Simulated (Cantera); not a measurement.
Input: 1 mol Fe, 8.3 mol NH3, 5.3 mol H2, 0.047 mol SO2, at 1100 °C and 0.00250 bar.

Cantera equilibrium calculation (NASA polynomials, part measured and part estimated; ideal gas, pure solids and liquids). Candidate condensed phases: Fe, FeO, Fe(OH)2, Fe(OH)3, FeS, FeSO4, FeS2, Fe2O3, Fe2(SO4)3, Fe3O4, H2O, H2SO4, S; 38 gas species. The numbers say what is thermodynamically allowed, not how fast it happens.

Base state: H2 0.804, N2 0.189, H2O 0.00429, H2S 0.00199, H 5.98e-5, SH 5.83e-5, S2 4.85e-5 (mole fractions); condensed: Fe(γ).

What changes in the equilibrium state with this change: NH3 from 8.3 to 0.27 mol?


| species | before | after |
|---|---|---|
| H2 | 0.804 | 0.953 |
| N2 | 0.189 | 0.0231 |
| H2O | 0.00429 | 0.0161 |
| S2 | 4.85e-5 | 0.000427 |
| H2S | 0.00199 | 0.00700 |
| Fe(γ), mol | 1.000 | 1.000 |
